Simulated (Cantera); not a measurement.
Input: 1 mol SiHCl3, 0.23 mol NH3, 69 mol H2, equilibrated at 2048.15 K.

Method: chemical equilibrium by Gibbs-energy minimisation in Cantera with the NASA 1993 tables (ideal gas, pure condensed phases). Candidate condensed phases: NH4Cl, Si, Si3N4; 28 gas species. The tables' values for SiCl, SiCl3 are old estimates; treat these amounts as uncertain. Gases not in the tables: Si2H6 and higher silanes. Rates play no part.

log p: log10 of the partial pressure in bar; n: condensed amount in mol.

```tsv
P (Pa)	log p H2	log p H	log p HCl	log p Si	n Si(l)
5	-4.46	-4.88	-5.86	-6.23	0
26	[?]	[?]	[?]	[?]	0
140	-2.90	-4.10	-4.29	-4.78	0
710	-2.18	-3.74	-3.61	-4.17	0
3700	-1.46	-3.38	-2.89	-4.12	0.584
19000	[?]	[?]	[?]	-4.12	0.727
100000	-0.02	-2.66	-1.45	-4.12	0.759
```

**Question.** What belongs in the gaps?

**Answer.** 
- 19000, log p H2: -0.74
- 19000, log p H: -3.02
- 19000, log p HCl: -2.17
- 26, log p H2: -3.67
- 26, log p H: -4.48
- 26, log p HCl: -5.05
- 26, log p Si: -5.49
